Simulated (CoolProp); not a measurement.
Vapour-liquid equilibrium of acetone (1) + p-xylene (2) at 317 K; x and y are mole fractions of (1).

Model: multi-fluid Helmholtz-energy mixture model, Lemmon 2006 and Zhou 2012; pair parameters Bell 2016, in CoolProp.

```json
[
 {"x": "0.05", "bubble pressure (MPa)": "0.01007", "y at the bubble point": "0.692", "dew pressure at overall composition x (MPa)": "0.003390", "liquid density (mol/L)": "8.079"},
 {"x": "0.2", "bubble pressure (MPa)": "0.02474", "y at the bubble point": "0.889", "dew pressure at overall composition x (MPa)": "0.004013", "liquid density (mol/L)": "?"},
 {"x": "0.35", "bubble pressure (MPa)": "0.03424", "y at the bubble point": "0.929", "dew pressure at overall composition x (MPa)": "0.004916", "liquid density (mol/L)": "9.220"},
 {"x": "0.5", "bubble pressure (MPa)": "0.04144", "y at the bubble point": "0.949", "dew pressure at overall composition x (MPa)": "0.006339", "liquid density (mol/L)": "9.910"},
 {"x": "0.65", "bubble pressure (MPa)": "0.04793", "y at the bubble point": "0.964", "dew pressure at overall composition x (MPa)": "?", "liquid density (mol/L)": "10.71"},
 {"x": "0.8", "bubble pressure (MPa)": "0.05474", "y at the bubble point": "0.979", "dew pressure at overall composition x (MPa)": "0.01498", "liquid density (mol/L)": "11.63"},
 {"x": "0.95", "bubble pressure (MPa)": "0.06254", "y at the bubble point": "?", "dew pressure at overall composition x (MPa)": "?", "liquid density (mol/L)": "12.73"}
]
```

Question: Some entries are withheld; supply them.

Answer: 
- 0.2, liquid density (mol/L): 8.615
- 0.65, dew pressure at overall composition x (MPa): 0.008918
- 0.95, y at the bubble point: 0.994
- 0.95, dew pressure at overall composition x (MPa): 0.04180

No azeotrope shows between x = 0.05 and 0.95.

The pair parameters rest on a limited set of measurements; away from them the model extrapolates. With so large a gap from Raoult's law the liquid may split in two, which this calculation doesn't test in full.
